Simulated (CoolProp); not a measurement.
Aqueous potassium formate as a coolant, 7 % by mass, freezing at -3.3 °C, 1 atm.

Values from CoolProp's Melinder's fits for secondary coolants.

```
T (°C)  conductivity (W/(m K))  viscosity (mPa s)  Prandtl number  cp (kJ/(kg K))
------  ----------------------  -----------------  --------------  --------------
3.4                      0.559               1.75            12.3           3.923
10.2                     0.569               1.45            9.97           3.920
17                       0.579               1.22            8.24           3.919
23.8                     0.589               1.04            6.93           3.919
30.5                     0.598              0.902            5.91           3.921
37.3                     0.608              0.787            5.08           3.923
```
